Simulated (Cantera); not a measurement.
# V2O5 + H2 (hydrogen reduction and annealing atmospheres)

Input: 1 mol V2O5, 0.32 mol H2, at 1773.15 K and 0.100 bar.

These are equilibrium values from Cantera (NASA tables, ideal gas, pure condensed phases), not measurements of a reactor. Candidate condensed phases: H2O, V, VO, V2O3, V2O4, V2O5; 12 gas species. Condensed phases not in the tables: the oxides between V2O3 and V2O5 other than VO2. Rates play no part.

The x(O2) is 0.514 and the x(H2O) is 0.483. The x(OH) comes out as 0.00286. The x(VO2) comes out as 0.000228. The x(O) comes out as 0.000213 and the x(H2) comes out as 8.90e-5. The x(H) comes out as 8.50e-6 and the x(HO2) comes out as 2.45e-6. The n(V2O4(s)) comes out as 1.000 mol and the gas amount comes out as 0.6607 mol. The log10 activity of V2O5(l) (absent) comes out as -0.22. The log10 activity of V(s) (absent) is -11.40.
